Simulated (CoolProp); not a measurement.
R507A along the isobar 9.99 bar: fugacity coefficient from the reference equation and from simpler models built on Tc = 343.8 K, pc = 37.05 bar, ω = 0.286; each cubic takes its own stable root.

Values from CoolProp's reference Helmholtz-energy equation of state, Lemmon 2003. It is a pseudo-pure fit of the blend.

```csv
T (K),phase,reference
264.7,liquid,0.4274
311.7,gas,0.8646
335.3,gas,0.8952
358.8,gas,0.9174
382.3,gas,0.9340
405.9,gas,0.9467
429.4,gas,0.9567
452.9,gas,0.9647
476.5,gas,0.9711
500,gas,0.9763
```

**Question.** How far does each simpler model (Redlich-Kwong, Soave-Redlich-Kwong, Peng-Robinson) lie from the reference over these 10 states: mean and median of the absolute difference, and the worst?

**Answer.** 
- Redlich-Kwong: mean 4.7 %, median 0.5 %, worst +42.4 % at 264.7 K and 9.99 bar
- Soave-Redlich-Kwong: mean 0.8 %, median 0.4 %, worst +3.1 % at 264.7 K and 9.99 bar
- Peng-Robinson: mean 0.4 %, median 0.4 %, worst +1.1 % at 264.7 K and 9.99 bar
